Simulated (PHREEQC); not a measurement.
PHREEQC input (ion-association model, wateq4f.dat):

```
SOLUTION_MASTER_SPECIES
  An  An-  0  An  62.0  # stands for a non-complexing anion
SOLUTION_SPECIES
  An- = An-
    -log_k 0
    -gamma 3.0 0
PHASES
  Fix_H+
    H+ = H+
    -log_k 0
SOLUTION 1
  temp 25
  units mmol/kgw
  pH 7 charge
  As(3) 0.12
  Na 5.12
  Cl 3.6
  Zn 1.8
  An 5
END
SELECTED_OUTPUT 1
  -reset false
  -pH true
  -pe true
  -ionic_strength true
  -water true
  -totals As Cl Na Zn As(3) As(5)
  -molalities Hfo_wOH Hfo_wOH2+ Hfo_wO- Hfo_sOH Hfo_sOH2+ Hfo_sO- Hfo_sOZn+ Hfo_wOZn+ Hfo_wH2AsO3
  -saturation_indices Zincite(c) Zn5(OH)8Cl2 Arsenolite Halite
USER_PUNCH 1
  -headings sigma psi
  10 PUNCH EDL("sigma", "Hfo"), EDL("psi", "Hfo")
PRINT
  -reset false
USE solution 1
SURFACE 1
  Hfo_wOH 0.00114607 600 0.51
  Hfo_sOH 2.86517e-05
EQUILIBRIUM_PHASES 1
  Fix_H+ -4 HAn 10
    -force_equality true
END
# ... the last block is repeated for the other 12 points of pH, with NaOH or the acid as the point needs
```

Selected output (columns that matter, 13 of 13 rows; pH added in front):

```
pH	mu	As	Cl	Na	Zn	m_Hfo_wOH	m_Hfo_wOH2+	m_Hfo_wO-	si_Zincite(c)	si_Zn5(OH)8Cl2	si_Arsenolite	si_Halite	sigma	psi
4	0.010932	1.2192e-06	0.0036	0.00512	0.0017989	0.000378	0.00064416	5.0816e-06	-6.0648	-26.109	-10.445	-6.4113	0.20728	0.18093
4.67	0.01071	8.1525e-07	0.0036	0.00512	0.0017891	0.00056723	0.00044239	1.6662e-05	-4.7257	-20.753	-10.795	-6.4105	0.14009	0.16138
5.33	0.010543	6.677e-07	0.0036	0.00512	0.0017666	0.00069355	0.00028667	3.8439e-05	-3.4101	-15.494	-10.969	-6.4098	0.089062	0.13864
6	0.010242	6.4913e-07	0.0036	0.00512	0.0016852	0.000714	0.00014648	7.973e-05	-2.0888	-10.227	-10.994	-6.4086	0.057268	0.11701
6.67	0.0099601	9.4459e-07	0.0036	0.0055167	0.0014654	0.00049087	2.7205e-05	0.00020291	-0.809	-5.1663	-10.67	-6.375	0.050098	0.111
7.33	0.009766	2.4282e-06	0.0035999	0.0058955	0.0012912	0.00019099	2.354e-06	0.00035499	0.4495	-0.1931	-9.8616	-6.3454	0.049192	0.11057
8	0.009545	8.7561e-06	0.0035999	0.0062821	0.0012199	5.3001e-05	1.4958e-07	0.00043022	1.7065	4.752	-8.7988	-6.3174	0.046946	0.10881
8.67	0.0089062	2.4807e-05	0.0035999	0.0076121	0.0012116	1.9992e-05	1.9434e-08	0.00047111	2.5993	7.8784	-8.0996	-6.2315	0.035406	0.096559
9.33	0.0086563	4.6243e-05	0.0035999	0.008491	0.0012257	1.6026e-05	1.1522e-08	0.00051063	2.8152	7.6417	-8.1411	-6.1817	0.017906	0.065266
10	0.0088134	8.0147e-05	0.0035999	0.0087883	0.0012284	1.6256e-05	1.1069e-08	0.00054695	2.8305	6.3785	-8.7012	-6.167	0.0060649	0.02703
10.67	0.0094044	0.00010626	0.0035999	0.009405	0.0012315	1.7531e-05	1.2246e-08	0.00057489	2.7841	4.8041	-9.7176	-6.1399	-0.0029695	-0.013263
11.33	0.011741	0.00011579	0.0035999	0.011743	0.0012518	2.1598e-05	1.7789e-08	0.00060071	2.6053	2.5805	-10.954	-6.0524	-0.016986	-0.056538
12	0.021961	0.00011857	0.0035999	0.021852	0.0013377	3.559e-05	4.2967e-08	0.00067533	2.1437	-1.0985	-12.3	-5.8121	-0.067297	-0.106
```

Along this series the solution becomes supersaturated in solids that the run did not let form, among them Zincite(c), Zn5(OH)8Cl2. Species that the database lacks are ignored.
